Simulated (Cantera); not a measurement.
Input: 1 mol C2H6, 91 mol H2, 0.16 mol O2, held at 1923.15 K and 2.60 bar.

These are equilibrium values from Cantera (NASA tables, ideal gas, pure condensed phases), not measurements of a reactor. Candidate condensed phases: C, C6H6, C7H8, C8H18, H2O; 110 gas species. The numbers say what is thermodynamically allowed, not how fast it happens.

Base state: H2 0.994, CO 0.00339, CH4 0.00135, H 0.000583, C2H2 (acetylene) 0.000449, CH3 1.58e-5, C2H4 1.22e-5 (mole fractions); condensed: C(graphite).

### Question
What changes in the equilibrium state with this change: pressure from 2.60 bar to 2.20 mbar?

### Answer
| species | before | after |
|---|---|---|
| H2 | 0.994 | 0.976 |
| H | 0.000583 | 0.0199 |
| CO | 0.00339 | 0.00336 |
| CH4 | 0.00135 | 1.10e-6 |
| C2H4 | 1.22e-5 | 9.98e-9 |
| CH3 | 1.58e-5 | 4.48e-7 |
| C2H2 (acetylene) | 0.000449 | 0.000441 |
| C(graphite), mol | 1.46 | 1.60 |
